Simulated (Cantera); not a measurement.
## Silicon nitride deposition: SiHCl3 + NH3 + H2

Charge: 1 mol SiHCl3, 12 mol NH3, 13 mol H2, at 850 °C and 0.00133 bar.

Equilibrium computed with Cantera from the NASA thermochemical tables; the gas is ideal and each condensed phase is pure. Candidate condensed phases: NH4Cl, Si, Si3N4; 28 gas species. Kinetics and transport are ignored.

```json
{
 "x(H2)": "0.783",
 "x(N2)": "0.139",
 "x(HCl)": "0.0782",
 "x(SiCl2)": "8.62e-6",
 "x(SiCl4)": "4.89e-6",
 "x(SiCl3)": "1.84e-6",
 "x(H)": "1.03e-6",
 "n(Si3N4(s))": "0.333 mol",
 "gas_amount": "38.33 mol",
 "log10 activity of Si(s) (absent)": "-3.28"
}
```
